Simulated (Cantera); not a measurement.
A closed system holds: 1 mol Fe2O3, 8 mol C, 0.45 mol H2, held at 800 °C and 76.0 Pa.

Cantera equilibrium calculation (NASA polynomials, part measured and part estimated; ideal gas, pure solids and liquids). Candidate condensed phases: C, C6H6, C7H8, C8H18, Fe, Fe(CO)5, FeO, Fe(OH)2, Fe(OH)3, Fe2O3, Fe3O4, H2O; 114 gas species. Condensed phases not in the tables: cementite and carbon dissolved in iron. Equilibrium is a limit: real reactors are often held back by kinetics, nucleation or transport.

Base state: CO 0.869, H2 0.130, CO2 8.09e-5, H2O 1.12e-5 (mole fractions); condensed: C(graphite) + Fe(α).

Problem. What changes in the equilibrium state with this change: temperature from 800 °C to 1977 °C?

Solution. 
```csv
species,before,after
CO,0.869,0.534
Fe,<1e-9,0.356
H,1.84e-7,0.0601
H2,0.130,0.0498
C2H2 (acetylene),<1e-9,0.000167
CO2,8.09e-5,1.94e-9
H2O,1.12e-5,<1e-9
"C(graphite), mol",5.00,5.00
"Fe(α), mol",2.00,0
```
